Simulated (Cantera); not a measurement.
An adiabatic, constant-pressure homogeneous reactor starts with 36.4 % H2, 9.09 % O2, 34.2 % N2, 20.4 % H2O, at 1475 K and 10.0 bar.

Computed with Cantera and the H2/O2 subset of GRI-Mech 3.0, which has no nitrogen chemistry. The hydrogen kinetics of GRI-Mech 3.0 are dated; newer H2 mechanisms differ, most at raised pressure.

Task: Predict: time of steepest temperature rise; temperature at 8.00 s; equilibrium temperature; x(H2) at 8.00 s; x(O2) at 8.00 s; x(H2O) at 8.00 s; x(H) at 8.00 s; x(H2O2) at 8.00 s; x(OH) at 8.00 s; x(O) at 8.00 s.

Result: 
```json
{
 "time_of_steepest_temperature_rise": "3.97 µs",
 "temperature at 8.00 s": "2607 K",
 "equilibrium_temperature": "2607 K",
 "x(H2) at 8.00 s": "0.198 (gas-phase equilibrium 0.198)",
 "x(O2) at 8.00 s": "4.33e-5 (gas-phase equilibrium 4.33e-5)",
 "x(H2O) at 8.00 s": "0.419 (gas-phase equilibrium 0.419)",
 "x(H) at 8.00 s": "0.00559 (gas-phase equilibrium 0.00559)",
 "x(H2O2) at 8.00 s": "7.67e-8 (gas-phase equilibrium 7.67e-8)",
 "x(OH) at 8.00 s": "0.00275 (gas-phase equilibrium 0.00275)",
 "x(O) at 8.00 s": "5.02e-5 (gas-phase equilibrium 5.02e-5)"
}
```
